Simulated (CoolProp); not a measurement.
A Linde-Hampson liquefier for normal hydrogen: isothermal reversible compression at 200 K from 1 atm to 20 MPa, throttling to 1 atm, return gas leaving the recuperator 2 K below the feed. Each further row changes one setting.

Model: reference Helmholtz-energy equation of state, Leachman 2009, in CoolProp.

```json
[
 {"case": "as stated", "compression work (kJ/kg of gas)": "4480"},
 {"case": "high pressure 40 MPa", "compression work (kJ/kg of gas)": "5200"},
 {"case": "warm-end temperature 230 K", "compression work (kJ/kg of gas)": "5150"},
 {"case": "warm-end gap 7 K", "compression work (kJ/kg of gas)": "4480"}
]
```
